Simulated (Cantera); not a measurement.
An isothermal plug-flow reactor at 975 K and 750 Torr (inlet), inlet velocity 0.71 m/s, active area per volume 5400 1/m; feed 0.336 % CH4, 14.1 % O2, 85.6 % N2, equivalence ratio 0.048.

Cantera simulation using Deutschmann's 1995 Pt surface mechanism with GRI-Mech 3.0 gas chemistry; the numbers are that mechanism's predictions, not measurements. Catalytic surfaces can have several steady states; this one follows from the mechanism file's or the stated starting coverage. Mass transfer to the wall is taken as infinitely fast.

One state of this run: x CH4 = 0.00142; x O2 = 0.137; x H2O = 0.00387; x CO2 = 0.00193; x CO = 5.98e-7; θ free Pt = 0.157; θ O* = 0.842; θ OH* = 0.00112. x: gas mole fraction; θ: surface coverage.

Problem. Which value of z (m) does it belong to?
A) 0.0015
B) 0.01
C) 0.0002
D) 0.0028

Solution. D, 0.0028
